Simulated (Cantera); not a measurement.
Cantera run:

```python
import numpy as np
import cantera as ct

gas_names = """
    CL CL2 H HCL H2 Si SiCL SiCL2 SiCL3 SiCL4 SiH SiHCL3 SiH2 SiH2CL2 SiH3 SiH3CL SiH4 Si2 Si3
""".split()
cond_names = """
    Si(cr) Si(L)
""".split()


# ... load() reads the species with a 1 bar reference pressure and builds the phases ...
atoms = {
    'Si': {'Si': 1},
    'Cl2': {'CL': 2},
    'H2': {'H': 2},
    'HCl': {'H': 1, 'CL': 1},
}
top_T = {}  # K; cautious upper limits of use, not melting points


# ... equilibrate(T, P, feed) seeds the gas with the atoms and calls Mixture.equilibrate('TP', solver="vcs", rtol=1e-11, max_steps=5000) ...
results = []
feed = {'Si': 1, 'Cl2': 1.3, 'H2': 0.21, 'HCl': 0.52}  # mol
T = 973  # K
P = 58000  # Pa
mix = equilibrate(T, P, feed)
results.append((T, P, feed, dict(zip(mix.species_names, mix.species_moles))))
x = sorted(zip(gas.X, gas.species_names), reverse=True)
print(f"T = {T:g} K  P = {P:g} Pa  gas = {mix.phase_moles(0):.4g} mol")
print("   x: " + "  ".join(f"{s} {v:.3e}" for v, s in x if v > 0.0001))
print("   condensed (mol): " + ("  ".join(f"{mix.phase(i).name} {mix.phase_moles(i):.4g}"
      for i in range(1, mix.n_phases) if mix.phase_moles(i) > 1e-12) or "none"))
```

Result:

```
T = 973 K  P = 58000 Pa  gas = 1.221 mol
   x: SiCL4 5.539e-01  H2 3.253e-01  SiHCL3 1.056e-01  HCL 9.585e-03  SiCL3 2.961e-03  SiH2CL2 2.105e-03  SiCL2 4.540e-04
   condensed (mol): Si(cr) 0.1882
```

These are equilibrium values from Cantera (NASA tables, ideal gas, pure condensed phases), not measurements of a reactor. The tables' values for SiCl3 are old estimates; treat these amounts as uncertain.
